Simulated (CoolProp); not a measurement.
Vapour-liquid equilibrium of n-heptane (1) + m-xylene (2) at 867 kPa; x and y are mole fractions of (1).

Values from CoolProp's multi-fluid Helmholtz-energy mixture model, Span 2003 and Zhou 2012; pair parameters Bell 2016.

```
x     bubble temperature (K)  y at the bubble point  dew temperature at overall composition x (K)  liquid density (mol/L)
----  ----------------------  ---------------------  --------------------------------------------  ----------------------
0.05                   510.9                  0.099                                         513.0                     ___
0.15                   503.5                  0.266                                         508.7                   5.880
0.25                   497.2                  0.400                                         504.2                     ___
0.35                   491.6                  0.513                                         499.6                   5.697
0.45                   486.8                  0.609                                         494.8                   5.600
0.55                   482.4                  0.694                                         489.8                   5.501
0.65                     ___                  0.771                                         484.7                   5.401
0.75                   474.6                  0.842                                         479.4                   5.302
0.85                   471.1                  0.908                                         474.1                   5.203
0.95                   467.7                  0.970                                         468.8                   5.105
```

What belongs in the gaps?


- 0.05, liquid density (mol/L): 5.959
- 0.25, liquid density (mol/L): 5.792
- 0.65, bubble temperature (K): 478.3

No azeotrope shows between x = 0.05 and 0.95.

Pair parameters are fitted to limited data, so mixtures are less certain than the pure fluids.
